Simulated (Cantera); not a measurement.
An adiabatic, constant-volume homogeneous reactor starts with CH4 : H2 : O2 : N2 : H2O = 1 : 0.15 : 3.46 : 12.8 : 1.2 (molar parts), equivalence ratio 0.60, at 1650 K and 5.30 bar.

Model: GRI-Mech 3.0 (53 species, 325 reactions), integrated in Cantera.

Q: Predict: time of steepest temperature rise; temperature at 0.500 s; equilibrium temperature; x(H2) at 0.500 s; x(O2) at 0.500 s; x(HCO) at 0.500 s; x(OH) at 0.500 s; x(O) at 0.500 s.

A: 
| Property | Result |
|---|---|
| time of steepest temperature rise | 47.6 µs |
| temperature at 0.500 s | 2772 K |
| equilibrium temperature | 2772 K |
| x(H2) at 0.500 s | 0.00424 (gas-phase equilibrium 0.00424) |
| x(O2) at 0.500 s | 0.0647 (gas-phase equilibrium 0.0647) |
| x(HCO) at 0.500 s | 1.15e-8 (gas-phase equilibrium 1.15e-8) |
| x(OH) at 0.500 s | 0.0172 (gas-phase equilibrium 0.0172) |
| x(O) at 0.500 s | 0.00415 (gas-phase equilibrium 0.00415) |
